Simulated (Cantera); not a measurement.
An adiabatic, constant-volume homogeneous reactor starts with CO : H₂ : CH₄ : O₂ : N₂ = 1 : 1.3 : 0.18 : 1.01 : 3.79 (molar parts), equivalence ratio 1.5, at 1623 K and 4.93 atm. Integrator tolerance rtol = 1e-08.

Detailed kinetics in Cantera: GRI-Mech 3.0 (53 species, 325 reactions). Above 3000 K some thermodynamic fits are extrapolated.

Task: What does this change do: CH4 0.18 to 0.089 parts?

Result: 
```
quantity                                                              before                                      after
---------------------------------  -----------------------------------------  -----------------------------------------
time of steepest temperature rise                                    3.32 µs                                    2.52 µs
temperature at 0.300 s                                                3159 K                                     3158 K
equilibrium temperature                                               3159 K                                     3158 K
x(CO) at 0.300 s                         0.121 (gas-phase equilibrium 0.121)        0.105 (gas-phase equilibrium 0.105)
x(H₂) at 0.300 s                       0.0522 (gas-phase equilibrium 0.0522)      0.0376 (gas-phase equilibrium 0.0376)
x(CH₄) at 0.300 s                  3.22e-12 (gas-phase equilibrium 3.90e-12)  1.00e-12 (gas-phase equilibrium 1.25e-12)
x(CH₃) at 0.300 s                  1.77e-11 (gas-phase equilibrium 2.15e-11)  6.55e-12 (gas-phase equilibrium 8.15e-12)
x(NO) at 0.300 s                     0.00832 (gas-phase equilibrium 0.00832)      0.0115 (gas-phase equilibrium 0.0115)
```
